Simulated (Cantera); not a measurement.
An isothermal, constant-pressure homogeneous reactor starts with 5.39 % H2, 94.6 % O2, equivalence ratio 0.029, at 1075 K and 0.00220 bar.

Cantera simulation using GRI-Mech 3.0 (53 species, 325 reactions); the numbers are that mechanism's predictions, not measurements. Radical loss at walls, strong at low pressure, is not modelled. The temperature is held fixed by assumption; the heat of reaction is taken as removed at once.

x: mole fraction; the columns are a selection and need not sum to one.

| t (s) | x H2 | x O2 | x HO2 | x H | x O | x H2O2 |
|---|---|---|---|---|---|---|
| 1.00e-6 | 0.0539 | 0.946 | <1e-12 | <1e-12 | <1e-12 | <1e-12 |
| 5.99e-6 | 0.0539 | 0.946 | 3.30e-12 | 3.28e-12 | <1e-12 | <1e-12 |
| 3.59e-5 | 0.0539 | 0.946 | 1.98e-11 | 1.91e-11 | <1e-12 | <1e-12 |
| 0.000215 | 0.0539 | 0.946 | 1.19e-10 | 1.00e-10 | 2.16e-11 | <1e-12 |
| 0.00129 | 0.0539 | 0.946 | 7.11e-10 | 5.48e-10 | 5.68e-10 | <1e-12 |
| 0.00774 | 0.0539 | 0.946 | ___ | 8.29e-8 | 1.40e-7 | 3.60e-12 |
| 0.0464 | 0.00115 | 0.907 | 9.33e-7 | 0.0122 | 0.0312 | 1.61e-8 |
| 0.278 | 0.000718 | 0.917 | 8.76e-7 | 0.00748 | 0.0241 | 1.46e-8 |
| 1.67 | 0.000187 | 0.938 | ___ | 0.000916 | 0.00589 | 1.70e-8 |
| 10.0 | 8.44e-6 | 0.944 | ___ | 8.69e-6 | 0.000264 | 9.80e-9 |

Question: Fill in the missing entries.

Answer: 
- 0.00774, x HO2: 4.49e-9
- 1.67, x HO2: 6.15e-7
- 10.0, x HO2: 1.27e-7
